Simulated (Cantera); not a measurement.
Charge: 1 mol MgCO₃, 0.57 mol O₂, at 0.150 Torr.

Method: chemical equilibrium by Gibbs-energy minimisation in Cantera with the NASA 1993 tables (ideal gas, pure condensed phases). Candidate condensed phases: C, Mg, MgCO₃, MgO; 15 gas species. Kinetics and transport are ignored.

x: gas mole fraction; n: condensed amount in mol.

```csv
T (K),x CO₂,x O₂,x CO,x O,x Mg,x MgO,n MgO(s)
675,0.637,0.363,<1e-12,<1e-12,<1e-12,<1e-12,1.00
875,0.637,0.363,3.53e-11,8.76e-11,<1e-12,<1e-12,1.00
1075,0.637,0.363,4.87e-8,5.59e-8,<1e-12,<1e-12,1.00
1275,0.637,0.363,6.86e-6,4.76e-6,<1e-12,<1e-12,1.00
1475,0.637,0.363,0.000250,0.000122,4.11e-10,(withheld),1.00
1675,0.631,0.363,0.00379,0.00146,5.18e-7,(withheld),1.000
1875,0.594,0.366,0.0301,0.0103,0.000139,(withheld),1.000
```

**Question.** What belongs in the gaps?

**Answer.** 
- 1475, x MgO: 8.18e-11
- 1675, x MgO: 4.92e-8
- 1875, x MgO: 7.48e-6
